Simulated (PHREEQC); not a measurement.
**Copper plating or etch bath: an equilibrium model**

Make-up at 25 °C: 2.3 mmol/kgw CuCl2, 0.72 mmol/kgw HNO3 and 120 mmol/kgw H3BO3. Closed to the air; pH follows from the charge balance.

Model: ion-association model, wateq4f.dat, run in PHREEQC.

Each row changes one thing in this solution. Precipitation was switched off in this run.

```json
[
 {"case": "as made", "pH": "3.18", "CuCl+ (mol/kgw)": "1.98e-5", "H2BO3- (mol/kgw)": "1.15e-7", "CuOH+ (mol/kgw)": "2.65e-8", "Cu2(OH)2+2 (mol/kgw)": "3.69e-10", "Cu(OH)2 (mol/kgw)": "7.58e-11", "SI of Tenorite (CuO)": "-4.06", "SI of Cu(OH)2 (Cu(OH)2)": "-5.08"},
 {"case": "diluted 10-fold with water", "pH": "4.16", "CuCl+ (mol/kgw)": "2.51e-7", "H2BO3- (mol/kgw)": "1.02e-7", "CuOH+ (mol/kgw)": "2.99e-8", "Cu2(OH)2+2 (mol/kgw)": "4.17e-10", "Cu(OH)2 (mol/kgw)": "8.65e-10", "SI of Tenorite (CuO)": "-3.00", "SI of Cu(OH)2 (Cu(OH)2)": "-4.02"},
 {"case": "diluted 100-fold with water", "pH": "5.14", "CuCl+ (mol/kgw)": "2.73e-9", "H2BO3- (mol/kgw)": "9.59e-8", "CuOH+ (mol/kgw)": "3.06e-8", "Cu2(OH)2+2 (mol/kgw)": "4.19e-10", "Cu(OH)2 (mol/kgw)": "8.71e-9", "SI of Tenorite (CuO)": "-2.00", "SI of Cu(OH)2 (Cu(OH)2)": "-3.02"},
 {"case": "HNO3 replaced by Mn(NO3)2 at the same molality", "pH": "4.96", "CuCl+ (mol/kgw)": "1.92e-5", "H2BO3- (mol/kgw)": "7.06e-6", "CuOH+ (mol/kgw)": "1.58e-6", "Cu2(OH)2+2 (mol/kgw)": "1.34e-6", "Cu(OH)2 (mol/kgw)": "2.74e-7", "SI of Tenorite (CuO)": "-0.50", "SI of Cu(OH)2 (Cu(OH)2)": "-1.52"},
 {"case": "CuCl2 from 0.0023 to 0.0046 mol/kgw", "pH": "3.19", "CuCl+ (mol/kgw)": "7.05e-5", "H2BO3- (mol/kgw)": "1.21e-7", "CuOH+ (mol/kgw)": "4.98e-8", "Cu2(OH)2+2 (mol/kgw)": "1.38e-9", "Cu(OH)2 (mol/kgw)": "1.41e-10", "SI of Tenorite (CuO)": "-3.79", "SI of Cu(OH)2 (Cu(OH)2)": "-4.81"}
]
```
